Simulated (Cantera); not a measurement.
A freely propagating, adiabatic, planar premixed flame of H₂ : O₂ : N₂ = 1 : 0.521 : 1.96 (molar parts), unburnt at 700 K and 0.168 atm; mixture-averaged transport, grid criteria slope 0.08 and curve 0.16, no radiation.

Detailed kinetics in Cantera: the H2/O2 subset of GRI-Mech 3.0, which has no nitrogen chemistry. Burning velocities carry a grid error of a few per cent, more on coarse grids.

x: mole fraction of selected species; z is measured from the peak of heat release.

```json
[
 {"z (mm)": "-15.8", "T (K)": "700", "u (m/s)": "8.42", "x H₂": "0.287", "x O₂": "0.150", "x O": "<1e-8", "x H₂O": "<1e-8", "x H": "<1e-8", "x HO₂": "<1e-8"},
 {"z (mm)": "-10.6", "T (K)": "700", "u (m/s)": "8.42", "x H₂": "0.287", "x O₂": "0.150", "x O": "<1e-8", "x H₂O": "<1e-8", "x H": "<1e-8", "x HO₂": "<1e-8"},
 {"z (mm)": "-7.92", "T (K)": "700", "u (m/s)": "8.42", "x H₂": "0.287", "x O₂": "0.150", "x O": "<1e-8", "x H₂O": "<1e-8", "x H": "<1e-8", "x HO₂": "<1e-8"},
 {"z (mm)": "-5.28", "T (K)": "700", "u (m/s)": "8.42", "x H₂": "0.287", "x O₂": "0.150", "x O": "<1e-8", "x H₂O": "5.51e-8", "x H": "3.05e-7", "x HO₂": "3.59e-7"},
 {"z (mm)": "-2.64", "T (K)": "704", "u (m/s)": "8.47", "x H₂": "0.286", "x O₂": "0.150", "x O": "1.05e-5", "x H₂O": "0.000308", "x H": "0.000342", "x HO₂": "4.24e-5"},
 {"z (mm)": "-1.32", "T (K)": "(withheld)", "u (m/s)": "9.41", "x H₂": "0.268", "x O₂": "0.146", "x O": "0.000377", "x H₂O": "0.00918", "x H": "0.00824", "x HO₂": "3.54e-5"},
 {"z (mm)": "0", "T (K)": "(withheld)", "u (m/s)": "13.3", "x H₂": "0.132", "x O₂": "0.0972", "x O": "0.00884", "x H₂O": "0.108", "x H": "0.0679", "x HO₂": "1.76e-5"},
 {"z (mm)": "1.32", "T (K)": "1417", "u (m/s)": "16.2", "x H₂": "0.0478", "x O₂": "0.0445", "x O": "0.0176", "x H₂O": "0.200", "x H": "0.0897", "x HO₂": "7.23e-6"},
 {"z (mm)": "2.64", "T (K)": "(withheld)", "u (m/s)": "17.5", "x H₂": "0.0454", "x O₂": "0.0390", "x O": "0.0180", "x H₂O": "0.210", "x H": "0.0797", "x HO₂": "5.47e-6"},
 {"z (mm)": "5.28", "T (K)": "(withheld)", "u (m/s)": "18.9", "x H₂": "0.0468", "x O₂": "0.0357", "x O": "0.0170", "x H₂O": "0.217", "x H": "0.0656", "x HO₂": "4.18e-6"},
 {"z (mm)": "10.6", "T (K)": "(withheld)", "u (m/s)": "20.5", "x H₂": "0.0468", "x O₂": "0.0321", "x O": "0.0150", "x H₂O": "0.227", "x H": "0.0510", "x HO₂": "3.11e-6"},
 {"z (mm)": "21.1", "T (K)": "2008", "u (m/s)": "22.0", "x H₂": "0.0446", "x O₂": "0.0284", "x O": "0.0122", "x H₂O": "0.240", "x H": "0.0371", "x HO₂": "2.28e-6"},
 {"z (mm)": "42.3", "T (K)": "(withheld)", "u (m/s)": "23.5", "x H₂": "0.0403", "x O₂": "0.0245", "x O": "0.00915", "x H₂O": "0.254", "x H": "0.0250", "x HO₂": "1.77e-6"}
]
```

### Question
Some entries are withheld; supply them.

### Answer

- -1.32, T (K): 788
- 0, T (K): 1144
- 2.64, T (K): 1537
- 5.28, T (K): 1681
- 10.6, T (K): 1841
- 42.3, T (K): 2172
